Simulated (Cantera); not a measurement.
A perfectly stirred reactor is fed with 23.8 % C₃H₈, 76.2 % H₂, at 6.68 Torr; it is held at 1575 K, and followed from long to short residence time.

Cantera simulation using GRI-Mech 3.0 (53 species, 325 reactions); the numbers are that mechanism's predictions, not measurements. GRI-Mech 3.0 was tuned for natural gas; its chemistry of propane as a main component is partial and can be far from experiment. GRI-Mech 3.0 stops at C3 and has no aromatics, soot or wall deposition, so with more carbon than oxygen in the feed, carbon stays in small species such as C2H2 where larger ones or solid carbon would form. Radical loss at walls, strong at low pressure, is not modelled.

Q: Predict: x(C₃H₈) at τ = 5.70 s; x(H₂) at τ = 5.70 s; x(H) at τ = 5.70 s; x(C₂H₄) at τ = 5.70 s; x(CH₃) at τ = 5.70 s; x(C₃H₈) at τ = 72.0 ms; x(H₂) at τ = 72.0 ms; x(H) at τ = 72.0 ms; x(C₂H₄) at τ = 72.0 ms; x(CH₃) at τ = 72.0 ms.

A: 
- x(C₃H₈) at τ = 5.70 s: 1.80e-5
- x(H₂) at τ = 5.70 s: 0.764
- x(H) at τ = 5.70 s: 0.000693
- x(C₂H₄) at τ = 5.70 s: 0.000713
- x(CH₃) at τ = 5.70 s: 0.000679
- x(C₃H₈) at τ = 72.0 ms: 0.00104
- x(H₂) at τ = 72.0 ms: 0.697
- x(H) at τ = 72.0 ms: 0.00121
- x(C₂H₄) at τ = 72.0 ms: 0.0179
- x(CH₃) at τ = 72.0 ms: 0.00455
